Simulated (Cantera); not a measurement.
A diamond (100) surface in a fixed gas of H2 with x(CH4) = 0.0049, x(H) = 0.00091, x(CH3) = 0.0017, at 1175 K; coverages are run to steady state.

Model: the Harris–Goodwin 1993 mechanism for the reconstructed diamond (100) surface, integrated in Cantera.

θ: site fractions in the mechanism's names (c6HH fully hydrogenated, c6H* and c6*H radical sites, c6** diradical, c6HM methylated).

```
P (Pa)  growth (µm/h)  θ c6HH  θ c6H*  θ c6*H  θ c6**   θ c6HM
------  -------------  ------  ------  ------  ------  -------
410               ___   0.474  0.0342   0.460  0.0152  0.00370
680               ___   0.472  0.0340   0.458  0.0151  0.00610
1100              ___   0.469  0.0338   0.455  0.0149  0.00974
1900              ___   0.464  0.0334   0.450  0.0147   0.0164
3100              ___   0.458  0.0329   0.442  0.0145   0.0257
5100              ___   0.448  0.0321   0.432  0.0141   0.0396
8400              ___   0.433  0.0309   0.416  0.0136   0.0591
14000             ___   0.415  0.0295   0.396  0.0129   0.0850
```

Question: Some entries are withheld; supply them.

Answer: 
- 410, growth (µm/h): 0.277
- 680, growth (µm/h): 0.516
- 1100, growth (µm/h): 0.960
- 1900, growth (µm/h): 2.04
- 3100, growth (µm/h): 4.19
- 5100, growth (µm/h): 9.00
- 8400, growth (µm/h): 19.7
- 14000, growth (µm/h): 43.5
